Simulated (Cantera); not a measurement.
A Cantera script and what it prints.

```python
import numpy as np
import cantera as ct

gas_names = """
    AL ALCL ALCL2 ALCL3 ALH AL2 AL2CL6 CL CL2 H HCL H2
""".split()
cond_names = """
    AL(cr) AL(L) ALCL3(s) ALCL3(L)
""".split()


# ... load() reads the species with a 1 bar reference pressure and builds the phases ...
atoms = {
    'Al': {'AL': 1},
    'Cl2': {'CL': 2},
    'H2': {'H': 2},
}
top_T = {}  # K; cautious upper limits of use, not melting points


# ... equilibrate(T, P, feed) seeds the gas with the atoms and calls Mixture.equilibrate('TP', solver="vcs", rtol=1e-11, max_steps=5000) ...
results = []
feed = {'Al': 1, 'Cl2': 1.2, 'H2': 0.18}  # mol
T = 725  # K
P = 100000  # Pa
mix = equilibrate(T, P, feed)
results.append((T, P, feed, dict(zip(mix.species_names, mix.species_moles))))
print(gas.report(threshold=1e-05))
for i in range(1, mix.n_phases):
    print(f"{mix.phase(i).name:16s} {mix.phase_moles(i):12.5e} mol")
```

It prints:

```
       temperature   725 K
          pressure   1e+05 Pa
           density   2.8143 kg/m^3
  mean mol. weight   169.65 kg/kmol
   phase of matter   gas

                          1 kg             1 kmol
                     ---------------   ---------------
          enthalpy       -4.4907e+06       -7.6183e+08  J
   internal energy       -4.5262e+06       -7.6786e+08  J
           entropy            2719.4        4.6134e+05  J/K
    Gibbs function       -6.4623e+06       -1.0963e+09  J
 heat capacity c_p            706.19         1.198e+05  J/K
 heat capacity c_v            657.18        1.1149e+05  J/K

                      mass frac. Y      mole frac. X     chem. pot. / RT
                     ---------------   ---------------   ---------------
             ALCL2        8.7687e-06        1.5198e-05           -94.358
             ALCL3           0.12677           0.16129           -139.37
            AL2CL6           0.86983           0.55337           -278.74
                H2         0.0033905           0.28531           -18.024
     [   +8 minor]        2.0943e-06        5.7977e-06

AL(cr)            1.99995e-01 mol
ALCL3(L)          0.00000e+00 mol
```

Equilibrium computed with Cantera from the NASA thermochemical tables; the gas is ideal and each condensed phase is pure. The tables' values for AlCl2 are old estimates; treat these amounts as uncertain.
